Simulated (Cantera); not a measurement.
Input: 1 mol SiH2Cl2, 2.7 mol H2, 0.064 mol C3H8, equilibrated at 2048.15 K and 13.3 mbar.

Method: chemical equilibrium by Gibbs-energy minimisation in Cantera with the NASA 1993 tables (ideal gas, pure condensed phases). Candidate condensed phases: C, C6H6, C7H8, C8H18, Si, SiC; 109 gas species. Mutual solubility and eutectic melting of coexisting phases are not modelled. The tables' values for SiCl, SiCl3 are old estimates; treat these amounts as uncertain. Gases not in the tables: Si2H6 and higher silanes. Equilibrium is a limit: real reactors are often held back by kinetics, nucleation or transport.

Base state: H2 0.687, HCl 0.178, SiCl2 0.105, H 0.0161, Si 0.00568, SiCl 0.00335, Cl 0.00310, SiCl3 0.000509 (mole fractions); condensed: Si(l) + SiC(s).

### Question
What changes in the equilibrium state with this change: temperature from 2048.15 K to 1100 K?

### Answer
```tsv
species	before	after
H2	0.687	0.831
SiCl4	2.64e-6	0.0727
HCl	0.178	0.0647
SiCl2	0.105	0.0103
H	0.0161	2.04e-7
SiHCl3	4.34e-6	0.0138
Si	0.00568	<1e-9
SiCl	0.00335	1.10e-9
Si(l), mol	0.226	0
SiC(s), mol	0.191	0.192
Si(s), mol	0	0.333
```
The tables' values for SiCl3 are old estimates; treat these amounts as uncertain.

### Question
What changes in the equilibrium state with this change: temperature from 2048.15 K to 2573 K?

### Answer
```csv
species,before,after
H2,0.687,0.409
HCl,0.178,0.191
H,0.0161,0.190
Si,0.00568,0.0973
Cl,0.00310,0.0623
SiCl2,0.105,0.0199
SiCl,0.00335,0.0116
C2H,1.58e-9,7.38e-5
C3,<1e-9,2.02e-5
C,<1e-9,1.87e-5
SiC2,1.25e-6,0.00987
SiC,1.01e-8,3.61e-5
"Si(l), mol",0.226,0
"SiC(s), mol",0.191,0
```
